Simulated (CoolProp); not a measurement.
Saturation properties of R1224YDZ.

Values from CoolProp's reference Helmholtz-energy equation of state, Akasaka 2023.

```csv
T (°C),p (bar),liquid density (kg/m³),vapour density (kg/m³),enthalpy of vaporisation (kJ/kg)
-63.75,0.01142,1583,0.09772,205.2
-39.75,0.06662,1525,0.5144,194.3
-15.75,0.2621,1466,1.858,183.6
8.25,0.7799,1405,5.165,172.6
32.25,1.894,1340,11.95,160.8
56.25,3.958,1268,24.35,147.8
80.25,7.391,1188,45.62,132.6
104.25,12.68,1093,81.74,113.9
```

It boils at 14.9 °C under 1 atm.
